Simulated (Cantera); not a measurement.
A Cantera script and what it prints.

```python
import numpy as np
import cantera as ct

gas_names = [...]  # 76 gases of nasa_gas.yaml made of C, H
cond_names = """
    C(gr) C6H6(L) C7H8(L) C8H18(L),n-octa
""".split()


# ... load() reads the species with a 1 bar reference pressure and builds the phases ...
atoms = {
    'C2H4': {'C': 2, 'H': 4},
    'H2': {'H': 2},
}
top_T = {'C(gr)': 4500}  # K; cautious upper limits of use, not melting points


# ... equilibrate(T, P, feed) seeds the gas with the atoms and calls Mixture.equilibrate('TP', solver="vcs", rtol=1e-11, max_steps=5000) ...
results = []
T = 675  # K
P = 1000  # Pa
for m in [2.2, 3.2, 4.6, 6.8, 9.9, 14, 21, 31, 45]:
    feed = {'C2H4': 1, 'H2': m}  # mol
    mix = equilibrate(T, P, feed)
    results.append((T, P, feed, dict(zip(mix.species_names, mix.species_moles))))
    x = sorted(zip(gas.X, gas.species_names), reverse=True)
    print(f"T = {T:g} K  P = {P:g} Pa  n(H2) = {m:g} mol  gas = {mix.phase_moles(0):.4g} mol")
    print("   x: " + "  ".join(f"{s} {v:.3e}" for v, s in x if v > 0.0001))
    print("   condensed (mol): " + ("  ".join(f"{mix.phase(i).name} {mix.phase_moles(i):.4g}"
          for i in range(1, mix.n_phases) if mix.phase_moles(i) > 1e-12) or "none"))
```

Result:

```
T = 675 K  P = 1000 Pa  n(H2) = 2.2 mol  gas = 3.769 mol
   x: H2 8.856e-01  CH4 1.144e-01
   condensed (mol): C(gr) 1.569
T = 675 K  P = 1000 Pa  n(H2) = 3.2 mol  gas = 4.666 mol
   x: H2 8.856e-01  CH4 1.144e-01
   condensed (mol): C(gr) 1.466
T = 675 K  P = 1000 Pa  n(H2) = 4.6 mol  gas = 5.922 mol
   x: H2 8.856e-01  CH4 1.144e-01
   condensed (mol): C(gr) 1.322
T = 675 K  P = 1000 Pa  n(H2) = 6.8 mol  gas = 7.896 mol
   x: H2 8.856e-01  CH4 1.144e-01
   condensed (mol): C(gr) 1.096
T = 675 K  P = 1000 Pa  n(H2) = 9.9 mol  gas = 10.68 mol
   x: H2 8.856e-01  CH4 1.144e-01
   condensed (mol): C(gr) 0.7779
T = 675 K  P = 1000 Pa  n(H2) = 14 mol  gas = 14.36 mol
   x: H2 8.856e-01  CH4 1.144e-01
   condensed (mol): C(gr) 0.3569
T = 675 K  P = 1000 Pa  n(H2) = 21 mol  gas = 21 mol
   x: H2 9.048e-01  CH4 9.524e-02
   condensed (mol): none
T = 675 K  P = 1000 Pa  n(H2) = 31 mol  gas = 31 mol
   x: H2 9.355e-01  CH4 6.452e-02
   condensed (mol): none
T = 675 K  P = 1000 Pa  n(H2) = 45 mol  gas = 45 mol
   x: H2 9.556e-01  CH4 4.444e-02
   condensed (mol): none
```

These are equilibrium values from Cantera (NASA tables, ideal gas, pure condensed phases), not measurements of a reactor.
